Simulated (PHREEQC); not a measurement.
Dissolve 0.04 mol/kgw FeSO4, 0.053 mol/kgw CaCl2 and 0.0054 mol/kgw NaCl at 25 °C. Closed to the air; pH follows from the charge balance.

Computed with PHREEQC (ion-association model, wateq4f.dat).

```
quantity                     before     after
-------------------------  --------  --------
pH                             5.86      5.87
ionic strength (mol/kgw)      0.239     0.168
Ca+2 (mol/kgw)               0.0406    0.0186
SO4-2 (mol/kgw)              0.0192    0.0210
CaSO4 (mol/kgw)              0.0124   0.00789
NaSO4- (mol/kgw)           0.000138  0.000171
SI of Gypsum (CaSO4:2H2O)     +0.39     +0.19
SI of Halite (NaCl)           -5.11     -5.37
```

Problem. Which change was made?
A) 0.024 mol/kgw HBr added
B) CaCl2 from 0.053 to 0.0265 mol/kgw
C) diluted 5-fold with water
D) diluted 10-fold with water
E) FeSO4 replaced by Li2SO4 at the same molality

Solution. B, CaCl2 from 0.053 to 0.0265 mol/kgw

Precipitation was switched off in this run. Some of these states are supersaturated (in Gypsum, for instance).
